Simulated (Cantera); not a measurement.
A freely propagating, adiabatic, planar premixed flame of 7.49 % CH4, 2.17 % C2H6, 18.8 % O2, 71.5 % N2, equivalence ratio 1.2, unburnt at 575 K and 0.987 atm; unity-Lewis-number transport, grid criteria slope 0.08 and curve 0.16, no radiation.

Model: GRI-Mech 3.0 (53 species, 325 reactions), integrated in Cantera. Unity Lewis numbers drop preferential diffusion, which matters most where H2 and H carry the flame. Burning velocities carry a grid error of a few per cent, more on coarse grids.

Predict: laminar burning velocity; thermal thickness; peak x(C2H2); peak x(HCO); peak x(O).


```json
{
  "laminar_burning_velocity": "75.5 cm/s",
  "thermal_thickness": "0.416 mm",
  "peak x(C2H2)": "0.000827",
  "peak x(HCO)": "5.39e-5",
  "peak x(O)": "0.00292"
}
```
